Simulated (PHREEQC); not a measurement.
Dissolve 6.5 mmol/kgw RbOH and 0.93 mmol/kgw CaCl2 at 25 °C. Closed to the air; pH follows from the charge balance.

All values are PHREEQC results (ion-association model, wateq4f.dat), not measurements.

```
quantity                      before    after
---------------------------  -------  -------
pH                             11.76    10.80
CaOH+ (mol/kgw)              6.26e-5  8.65e-7
SI of Portlandite (Ca(OH)2)    -2.50    -5.30
```

**Question.** Which change was made?
A) diluted 10-fold with water
B) temperature from 25 to 65 °C
C) CaCl2 from 0.00093 to 0.000465 mol/kgw
D) 0.00016 mol/kgw NH4Cl added
E) temperature from 25 to 85 °C

**Answer.** A, diluted 10-fold with water

Precipitation was switched off in this run.
